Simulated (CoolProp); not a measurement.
Vapour-liquid equilibrium of m-xylene (1) + n-undecane (2) at 4.83 bar; x and y are mole fractions of (1).

Model: multi-fluid Helmholtz-energy mixture model, Zhou 2012 and Aleksandrov 2011; pair parameters Bell 2016, in CoolProp.

Question: Give the bubble temperature and the first vapour's composition at x = 0.25, 0.65, 0.85. Is there an azeotrope?

Answer: x = 0.25: 252.1 °C, y = 0.437; x = 0.65: 226.1 °C, y = 0.836; x = 0.85: 215.5 °C, y = 0.944. No azeotrope shows between x = 0.05 and 0.95.

The pair parameters rest on a limited set of measurements; away from them the model extrapolates.
